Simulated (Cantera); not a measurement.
A perfectly stirred reactor is fed with H2 : O2 : N2 = 1 : 1.16 : 5.47 (molar parts), equivalence ratio 0.43, at 0.590 bar; it is adiabatic with a 600 K inlet, and is followed from long to short residence time, starting on the burning branch (τ in s: 0.033, 0.015, 0.0068, 0.0031, 0.0014, 0.00063, 0.00028, 0.00013, 5.8e-05, 2.6e-05, 1.2e-05, 5.3e-06).

Model: GRI-Mech 3.0 (53 species, 325 reactions), integrated in Cantera.

What does this change do: inlet temperature 600 to 525 K?


```json
[
 {"quantity": "blow-out, bracketed by the residence times tried", "before": "burning at 0.130 ms, out at 58.0 µs", "after": "burning at 0.130 ms, out at 58.0 µs"},
 {"quantity": "x(H2) at τ = 33.0 ms", "before": "0.000460", "after": "0.000453"},
 {"quantity": "x(O2) at τ = 33.0 ms", "before": "0.0921", "after": "0.0922"},
 {"quantity": "x(HO2) at τ = 33.0 ms", "before": "5.33e-6", "after": "6.58e-6"},
 {"quantity": "x(O) at τ = 33.0 ms", "before": "0.000492", "after": "0.000430"},
 {"quantity": "x(H2O2) at τ = 33.0 ms", "before": "2.60e-7", "after": "3.44e-7"},
 {"quantity": "x(H2) at τ = 0.280 ms", "before": "0.00896", "after": "0.00979"},
 {"quantity": "x(O2) at τ = 0.280 ms", "before": "0.0934", "after": "0.0944"},
 {"quantity": "x(HO2) at τ = 0.280 ms", "before": "3.19e-5", "after": "3.59e-5"},
 {"quantity": "x(O) at τ = 0.280 ms", "before": "0.00635", "after": "0.00536"},
 {"quantity": "x(H2O2) at τ = 0.280 ms", "before": "2.54e-6", "after": "3.19e-6"}
]
```

What does this change do: pressure from 0.590 bar to 1.20 bar?


| quantity | before | after |
|---|---|---|
| blow-out, bracketed by the residence times tried | burning at 0.130 ms, out at 58.0 µs | burning at 58.0 µs, out at 26.0 µs |
| x(H2) at τ = 33.0 ms | 0.000460 | 0.000229 |
| x(O2) at τ = 33.0 ms | 0.0921 | 0.0923 |
| x(HO2) at τ = 33.0 ms | 5.33e-6 | 4.94e-6 |
| x(O) at τ = 33.0 ms | 0.000492 | 0.000187 |
| x(H2O2) at τ = 33.0 ms | 2.60e-7 | 2.70e-7 |
| x(H2) at τ = 0.280 ms | 0.00896 | 0.00501 |
| x(O2) at τ = 0.280 ms | 0.0934 | 0.0923 |
| x(HO2) at τ = 0.280 ms | 3.19e-5 | 4.47e-5 |
| x(O) at τ = 0.280 ms | 0.00635 | 0.00352 |
| x(H2O2) at τ = 0.280 ms | 2.54e-6 | 2.21e-6 |
